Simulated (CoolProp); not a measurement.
The fluoroketone C6F12O (FK-5-1-12) along the isobar 10600 kPa: Z from the reference equation and from simpler models built on Tc = 441.8 K, pc = 1869 kPa, ω = 0.471; each cubic takes its own stable root.

Model: reference Helmholtz-energy equation of state, McLinden 2015, in CoolProp.

| T (K) | phase | reference |
|---|---|---|
| 335.6 | liquid | 0.7752 |
| 351.6 | liquid | 0.7611 |
| 367.5 | liquid | 0.7501 |
| 383.5 | liquid | 0.7418 |
| 399.4 | liquid | 0.7363 |
| 415.4 | liquid | 0.7336 |
| 431.3 | liquid | 0.7338 |
| 447.3 | supercritical | 0.7369 |
| 463.2 | supercritical | 0.7431 |

Q: How far does each simpler model (van der Waals, Redlich-Kwong, Soave-Redlich-Kwong, Peng-Robinson) lie from the reference over these 9 states: mean and median of the absolute difference, and the worst?

A: 
- van der Waals: mean 43.6 %, median 44.2 %, worst +53.1 % at 335.6 K and 10600 kPa
- Redlich-Kwong: mean 8.3 %, median 8.6 %, worst +10.7 % at 335.6 K and 10600 kPa
- Soave-Redlich-Kwong: mean 6.3 %, median 6.3 %, worst +6.8 % at 463.2 K and 10600 kPa
- Peng-Robinson: mean 4.9 %, median 5.1 %, worst -5.4 % at 367.5 K and 10600 kPa
